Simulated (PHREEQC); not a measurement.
Make-up at 68 °C: 0.014 mol HF, 0.024 mol H2SiF6 and 0.00038 mol HCl per kg of water. Closed to the air; pH follows from the charge balance.

All values are PHREEQC results (ion-association model, wateq4f.dat), not measurements.

```yaml
pH: 1.43
ionic_strength: 0.0670 mol/kgw
total_alkalinity: -158 meq/kg
```

```
species  molality  activity   log γ
-------  --------  --------  ------
H+         0.0449    0.0373  -0.081
HF         0.0243    0.0247   0.007
SiF6-2     0.0221   0.00879  -0.401
H4SiO4    0.00187   0.00190   0.007
Cl-      0.000380  0.000296  -0.109
H2F2     0.000296  0.000300   0.007
F-       0.000247  0.000192  -0.110
HF2-      2.68e-5   2.08e-5  -0.110
```

Precipitation was switched off in this run. The solution is supersaturated, for example in Quartz (slow to form), Chalcedony (slow to form), so a real one may precipitate; this is no full list. Species that the database lacks are ignored. Constants without temperature data keep their 25 °C values here. SiF6-2 is the database's only silicon fluoride.
